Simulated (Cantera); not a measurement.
Input (Python, Cantera):

```python
import numpy as np
import cantera as ct

gas = ct.Solution("h2o2.yaml")
gas.TPX = 1125, 2666, {'H2': 0.18, 'O2': 1, 'N2': 1.9}
reactor = ct.IdealGasConstPressureReactor(gas, energy="off", clone=False)
net = ct.ReactorNet([reactor])
net.rtol, net.atol = 1e-08, 1e-18
show = ['H2', 'O2', 'O', 'H2O2', 'HO2', 'OH']
times = np.geomspace(1e-05, 20, 11)

steps = ct.SolutionArray(gas, extra=["t"])
rows = []
print(f"{'t/s':>10s}{'T/K':>9s}{'P/Pa':>11s}" + "".join(f"{s:>11s}" for s in show))
for t in times:
    while net.time < t:
        t_next = net.step()
        steps.append(gas.state, t=t_next)
    rows.append([np.interp(t, steps.t, y) for y in (steps.T, steps.P, *steps(*show).X.T)])
    print(f"{t:10.3e}{rows[-1][0]:9.1f}{rows[-1][1]:11.4g}" + "".join(f"{x:11.3e}" for x in rows[-1][2:]))
rate = np.gradient(steps.T, steps.t)
print("integrator steps:", len(steps.t))
if steps.T.max() > steps.T[0] + 200:
    print(f"time of steepest temperature rise: {steps.t[rate.argmax()]:.4e} s")
gas.TPX = 1125, 2666, {'H2': 0.18, 'O2': 1, 'N2': 1.9}
gas.equilibrate("TP")
print(f"equilibrium (TP): T = {gas.T:.1f} K  " + "  ".join(f"{s} {gas[s].X[0]:.3e}" for s in show))
```

Output:

```
       t/s      T/K       P/Pa         H2         O2          O       H2O2        HO2         OH
 1.000e-05   1125.0       2666  5.844e-02  3.247e-01  3.914e-12  1.811e-15  7.667e-11  3.695e-12
 4.267e-05   1125.0       2666  5.844e-02  3.247e-01  6.197e-11  3.296e-14  3.276e-10  4.997e-11
 1.821e-04   1125.0       2666  5.844e-02  3.247e-01  9.570e-10  6.015e-13  1.408e-09  5.704e-10
 7.768e-04   1125.0       2666  5.844e-02  3.247e-01  1.147e-07  1.214e-11  8.151e-09  6.186e-08
 3.314e-03   1125.0       2666  4.463e-03  2.934e-01  1.823e-02  1.996e-07  4.532e-06  3.044e-03
 1.414e-02   1125.0       2666  1.037e-03  2.985e-01  8.930e-03  1.640e-07  4.223e-06  1.634e-03
 6.034e-02   1125.0       2666  9.866e-05  3.037e-01  8.199e-04  1.382e-07  2.064e-06  4.869e-04
 2.575e-01   1125.0       2666  5.135e-06  3.043e-01  4.429e-05  4.179e-08  3.067e-07  1.133e-04
 1.099e+00   1125.0       2666  4.637e-07  3.043e-01  4.240e-06  8.980e-09  3.888e-08  3.514e-05
 4.687e+00   1125.0       2666  6.803e-08  3.043e-01  6.458e-07  1.944e-09  6.756e-09  1.371e-05
 2.000e+01   1125.0       2666  1.292e-08  3.043e-01  1.250e-07  4.412e-10  2.054e-09  6.025e-06
integrator steps: 1900
equilibrium (TP): T = 1125.0 K  H2 1.622e-09  O2 3.043e-01  O 1.570e-08  H2O2 6.353e-11  HO2 2.282e-09  OH 2.133e-06
```

Computed with Cantera and the H2/O2 subset of GRI-Mech 3.0, which has no nitrogen chemistry. Radical loss at walls, strong at low pressure, is not modelled. The temperature is held fixed by assumption; the heat of reaction is taken as removed at once.
